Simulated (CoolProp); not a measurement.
Oxygen along the isotherm 158.6 K: density (kg/m³) from the reference equation and from simpler models built on Tc = 154.6 K, pc = 5.046 MPa, ω = 0.022; each cubic takes its own stable root.

The numbers come from the reference Helmholtz-energy equation of state, Schmidt 1985 in CoolProp.

| p (MPa) | phase | reference |
|---|---|---|
| 0.16 | gas | 3.921 |
| 0.258 | gas | 6.362 |
| 0.417 | gas | 10.39 |
| 0.673 | gas | 17.05 |
| 1.09 | gas | 28.44 |
| 1.76 | gas | 48.37 |
| 2.84 | gas | 86.35 |
| 4.58 | gas | 180.2 |
| 7.41 | supercritical | 654.1 |
| 12 | supercritical | 766.3 |
| 19.3 | supercritical | 842.2 |
| 31.2 | supercritical | 912.6 |
| 50.5 | supercritical | 983.9 |

**Question.** How far does each simpler model (van der Waals, Redlich-Kwong, Peng-Robinson) lie from the reference over these 13 states: mean and median of the absolute difference, and the worst?

**Answer.** 
- van der Waals: mean 9.4 %, median 2.1 %, worst -22.9 % at 158.6 K and 7.41 MPa
- Redlich-Kwong: mean 1.8 %, median 0.2 %, worst -11.3 % at 158.6 K and 7.41 MPa
- Peng-Robinson: mean 3.6 %, median 2.6 %, worst +12.0 % at 158.6 K and 50.5 MPa
